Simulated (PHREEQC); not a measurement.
0.12 g of hydrous ferric oxide (600 m²/g; 0.2 weak and 0.005 strong sites per Fe, Dzombak-Morel constants, diffuse double layer) in 1 kg of water with 0.05 mol/kgw of an inert sodium salt and 0.64 mmol/kgw MnCl2 and 0.011 mmol/kgw SrCl2, at 25 °C; the pH is set by adding NaOH or the inert anion's acid. The system is closed to oxygen. The system is closed to CO2. Precipitation was switched off in this run.

Model: ion-association model, wateq4f.dat, run in PHREEQC.

| pH | Mn sorbed (%) | Sr sorbed (%) | surface charge σ (C/m²) | surface potential ψ (mV) |
|---|---|---|---|---|
| 3 | 0.0 | 0.0 | 0.358 | 168 |
| 4 | 0.0 | 0.0 | [?] | [?] |
| 5 | 0.0 | 0.0 | 0.183 | 135 |
| 5.5 | 0.2 | 0.0 | 0.132 | [?] |
| 6.5 | 1.4 | 0.0 | 0.061 | 80 |
| 7.5 | 9.4 | 0.0 | [?] | 54 |
| 8.5 | 20.4 | 0.0 | 0.032 | 52 |
| 9 | 22.4 | 0.0 | 0.031 | 52 |
| 10 | [?] | 0.0 | 0.030 | 50 |
| 11 | 22.9 | 0.3 | 0.023 | 40 |

What belongs in the gaps?


- 4, surface charge σ (C/m²): 0.295
- 4, surface potential ψ (mV): 159
- 5.5, surface potential ψ (mV): 118
- 7.5, surface charge σ (C/m²): 0.033
- 10, Mn sorbed (%): 23.2

Along this series the solution becomes supersaturated in solids that the run did not let form, among them Pyrochroite. The oxide is taken as insoluble; below pH 4 it would dissolve.
